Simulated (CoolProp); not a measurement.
Vapour-liquid equilibrium of toluene (1) + o-xylene (2) at 0.00486 MPa; x and y are mole fractions of (1).

Model: multi-fluid Helmholtz-energy mixture model, Lemmon 2006 and Zhou 2012; pair parameters Bell 2016, in CoolProp.

| x | bubble temperature (K) | y at the bubble point | dew temperature at overall composition x (K) | liquid density (mol/L) |
|---|---|---|---|---|
| 0.05 | 328.2 | … | 329.8 | 8.058 |
| 0.2 | … | 0.475 | 327.3 | 8.256 |
| 0.35 | 316.6 | 0.672 | … | … |
| 0.5 | 312.4 | 0.797 | 321.2 | 8.644 |
| 0.65 | 309.1 | 0.880 | … | 8.839 |
| 0.8 | 306.2 | 0.940 | 312.3 | 9.036 |
| 0.95 | 303.8 | 0.987 | … | … |

### Question
Fill in the missing entries.

### Answer

- 0.05, y at the bubble point: 0.151
- 0.2, bubble temperature (K): 321.8
- 0.35, dew temperature at overall composition x (K): 324.5
- 0.35, liquid density (mol/L): 8.451
- 0.65, dew temperature at overall composition x (K): 317.3
- 0.95, dew temperature at overall composition x (K): 305.7
- 0.95, liquid density (mol/L): 9.239

No azeotrope shows between x = 0.05 and 0.95.

The pair parameters rest on a limited set of measurements; away from them the model extrapolates.
